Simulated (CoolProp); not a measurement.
Dry air along the isotherm -158.25 °C: Z from the reference equation and from simpler models built on Tc = -140.6 °C, pc = 37.86 bar, ω = 0.034; each cubic takes its own stable root.

The numbers come from the reference Helmholtz-energy equation of state, Lemmon 2000 in CoolProp. It is a pseudo-pure fit of the blend.

| p (bar) | phase | reference | van der Waals | Redlich-Kwong | Peng-Robinson |
|---|---|---|---|---|---|
| 1.2 | gas | 0.9835 | 0.9866 | 0.9836 | 0.9822 |
| 1.81 | gas | 0.9750 | 0.9797 | 0.9751 | 0.9730 |
| 2.72 | gas | 0.9620 | 0.9692 | 0.9623 | 0.9591 |
| 4.11 | gas | 0.9415 | 0.9527 | 0.9421 | 0.9374 |
| 6.2 | gas | 0.9093 | 0.9270 | 0.9104 | 0.9033 |
| 9.35 | gas | 0.8563 | 0.8853 | 0.8589 | 0.8484 |
| 32.1 | liquid | 0.1418 | 0.1992 | 0.1455 | 0.1287 |
| 48.5 | liquid | 0.2099 | (withheld) | (withheld) | 0.1888 |
| 73.1 | liquid | 0.3086 | 0.4162 | 0.3094 | 0.2749 |
| 110 | liquid | 0.4511 | (withheld) | 0.4470 | 0.3980 |
| 166 | liquid | 0.6584 | 0.8655 | 0.6451 | 0.5756 |
| 251 | liquid | 0.9587 | 1.252 | 0.9305 | 0.8321 |
| 379 | liquid | 1.389 | 1.812 | 1.339 | 1.200 |

Problem. Complete the blanks.

Solution. 
- 48.5, van der Waals: 0.2884
- 48.5, Redlich-Kwong: 0.2129
- 110, van der Waals: 0.5995
